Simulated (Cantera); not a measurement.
An isothermal plug-flow reactor at 798 K and 1.00 atm (inlet), inlet velocity 0.78 m/s, active area per volume 200 1/m; feed H₂ : O₂ : N₂ : H₂O = 0.0042 : 0.021 : 0.79 : 0.061 (molar parts), equivalence ratio 0.10.

Detailed kinetics in Cantera: Deutschmann's 1995 Pt surface mechanism with GRI-Mech 3.0 gas chemistry. Catalytic surfaces can have several steady states; this one follows from the mechanism file's or the stated starting coverage. Mass transfer to the wall is taken as infinitely fast.

One state of this run: x H₂ = 9.45e-5; x O₂ = 0.0217; x H₂O = 0.0745; θ free Pt = 0.0662; θ O* = 0.926; θ OH* = 0.00735. x: gas mole fraction; θ: surface coverage.

**Question.** Which value of z (m) does it belong to?
A. 8.7e-05
B. 0.0045
C. 0.0023
D. 0.0012

**Answer.** B, 0.0045
